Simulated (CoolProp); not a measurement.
Saturated liquid density (kg/m³) of carbon monoxide: the reference equation beside estimates from Tc = 132.9 K, pc = 34.98 bar, ω = 0.050.

Values from CoolProp's reference Helmholtz-energy equation of state, Lemmon 2006. It is a short technical equation, of lower accuracy than the large ones.

```tsv
T (K)	reference	Redlich-Kwong	Soave-Redlich-Kwong	Peng-Robinson
79.3	803.3	806.9	801.9	905.5
83	787.2	788.6	784.6	886.7
86.7	770.6	769.4	766.3	866.7
90.4	753.5	749.0	746.9	845.3
94.2	735.1	726.9	725.7	821.8
97.9	716.4	703.9	703.7	797.3
101.6	696.8	679.5	680.1	770.8
105.3	676.0	653.3	654.6	742.1
109	653.7	625.1	627.1	710.8
112.8	629.0	593.6	596.2	675.4
```

Absolute difference from the reference over all 10 rows, mean and median: Redlich-Kwong 2.0 and 1.4 %, Soave-Redlich-Kwong 2.0 and 1.5 %, Peng-Robinson 11.0 and 11.5 %.
